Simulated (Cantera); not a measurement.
Cantera with NASA thermochemical tables; ideal gases at 1 bar, condensed phases pure. Values are per mole of reaction as written; species without (g) are pure solids or liquids, kept so even where they would boil at 1 bar. VN: taken at fixed stoichiometry.

Problem. Between 300 and 1248 K, where is each reaction favourable under standard conditions?
- O₂(g) + 2 VN = 2 V + 2 NO(g)

Solution. 
- O₂(g) + 2 VN = 2 V + 2 NO(g): ΔG° is 557 kJ at 300 K and 373 kJ at 1248 K; it stays positive (K < 1). ΔH° is 606 kJ and ΔS° 187 J/K at 1248 K.
